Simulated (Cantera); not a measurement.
An isothermal, constant-pressure homogeneous reactor starts with CH4 : H2 = 1 : 2.7 (molar parts), at 1425 K and 20.0 Torr. Integrator tolerance rtol = 1e-08.

Cantera simulation using GRI-Mech 3.0 (53 species, 325 reactions); the numbers are that mechanism's predictions, not measurements. GRI-Mech 3.0 stops at C3 and has no aromatics, soot or wall deposition, so with more carbon than oxygen in the feed, carbon stays in small species such as C2H2 where larger ones or solid carbon would form. Radical loss at walls, strong at low pressure, is not modelled.

Task: What does this change do: H2 2.7 to 11 parts?

Result: 
```tsv
quantity	before	after
x(CH4) at 20.0 s	0.195 (gas-phase equilibrium 0.0139)	0.0710 (gas-phase equilibrium 0.00909)
x(H2) at 20.0 s	0.775 (gas-phase equilibrium 0.885)	0.923 (gas-phase equilibrium 0.957)
x(C2H2) at 20.0 s	0.0289 (gas-phase equilibrium 0.0996)	0.00554 (gas-phase equilibrium 0.0337)
x(C2H4) at 20.0 s	0.000782 (gas-phase equilibrium 0.00146)	0.000154 (gas-phase equilibrium 0.000534)
x(CH2) at 20.0 s	1.83e-9 (gas-phase equilibrium 4.18e-10)	1.01e-9 (gas-phase equilibrium 2.53e-10)
x(CH3) at 20.0 s	9.98e-5 (gas-phase equilibrium 1.25e-5)	4.43e-5 (gas-phase equilibrium 7.85e-6)
```
